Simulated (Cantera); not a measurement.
Cantera run, input and output.

```python
import numpy as np
import cantera as ct

gas = ct.Solution("gri30.yaml")
gas.TPX = 1625, 30000, {'CH4': 1, 'H2O': 2.5, 'H2': 1.3}
reactor = ct.IdealGasConstPressureReactor(gas, energy="off", clone=False)
net = ct.ReactorNet([reactor])
net.rtol, net.atol = 1e-08, 1e-18
show = ['CH4', 'H2O', 'H2', 'HCO', 'C2H4', 'CH2', 'CH2CO']
times = np.geomspace(0.0004, 70, 13)

steps = ct.SolutionArray(gas, extra=["t"])
rows = []
print(f"{'t/s':>10s}{'T/K':>9s}{'P/Pa':>11s}" + "".join(f"{s:>11s}" for s in show))
for t in times:
    while net.time < t:
        t_next = net.step()
        steps.append(gas.state, t=t_next)
    rows.append([np.interp(t, steps.t, y) for y in (steps.T, steps.P, *steps(*show).X.T)])
    print(f"{t:10.3e}{rows[-1][0]:9.1f}{rows[-1][1]:11.4g}" + "".join(f"{x:11.3e}" for x in rows[-1][2:]))
rate = np.gradient(steps.T, steps.t)
print("integrator steps:", len(steps.t))
if steps.T.max() > steps.T[0] + 200:
    print(f"time of steepest temperature rise: {steps.t[rate.argmax()]:.4e} s")
gas.TPX = 1625, 30000, {'CH4': 1, 'H2O': 2.5, 'H2': 1.3}
gas.equilibrate("TP")
print(f"equilibrium (TP): T = {gas.T:.1f} K  " + "  ".join(f"{s} {gas[s].X[0]:.3e}" for s in show))
```

Output:

```
       t/s      T/K       P/Pa        CH4        H2O         H2        HCO       C2H4        CH2      CH2CO
 4.000e-04   1625.0      3e+04  2.077e-01  5.207e-01  2.711e-01  2.290e-10  3.139e-05  3.211e-08  2.440e-11
 1.094e-03   1625.0      3e+04  2.065e-01  5.204e-01  2.719e-01  1.807e-09  3.163e-04  7.580e-08  5.225e-09
 2.992e-03   1625.0      3e+04  2.026e-01  5.192e-01  2.752e-01  3.032e-09  1.273e-03  9.371e-08  2.823e-07
 8.181e-03   1625.0      3e+04  1.923e-01  5.148e-01  2.856e-01  2.918e-09  1.969e-03  9.139e-08  3.043e-06
 2.237e-02   1625.0      3e+04  1.683e-01  5.037e-01  3.106e-01  2.589e-09  1.679e-03  8.645e-08  1.120e-05
 6.119e-02   1625.0      3e+04  1.253e-01  4.827e-01  3.564e-01  2.043e-09  1.168e-03  7.740e-08  2.378e-05
 1.673e-01   1625.0      3e+04  7.355e-02  4.520e-01  4.154e-01  1.464e-09  8.730e-04  6.412e-08  3.455e-05
 4.576e-01   1625.0      3e+04  3.795e-02  4.106e-01  4.712e-01  1.282e-09  7.941e-04  4.789e-08  3.420e-05
 1.251e+00   1625.0      3e+04  2.442e-02  3.516e-01  5.244e-01  1.813e-09  6.281e-04  3.022e-08  2.130e-05
 3.422e+00   1625.0      3e+04  1.627e-02  2.833e-01  5.799e-01  2.820e-09  3.409e-04  1.494e-08  8.216e-06
 9.360e+00   1625.0      3e+04  8.031e-03  2.317e-01  6.227e-01  3.753e-09  9.405e-05  5.374e-09  1.732e-06
 2.560e+01   1625.0      3e+04  2.183e-03  2.108e-01  6.417e-01  4.145e-09  6.683e-06  1.165e-09  1.237e-07
 7.000e+01   1625.0      3e+04  1.939e-04  2.071e-01  6.457e-01  4.212e-09  4.713e-08  9.684e-11  2.583e-09
integrator steps: 1654
equilibrium (TP): T = 1625.0 K  CH4 1.684e-08  H2O 2.068e-01  H2 6.460e-01  HCO 4.234e-09  C2H4 3.372e-15  CH2 8.528e-15  CH2CO 1.647e-13
```

Detailed kinetics in Cantera: GRI-Mech 3.0 (53 species, 325 reactions).
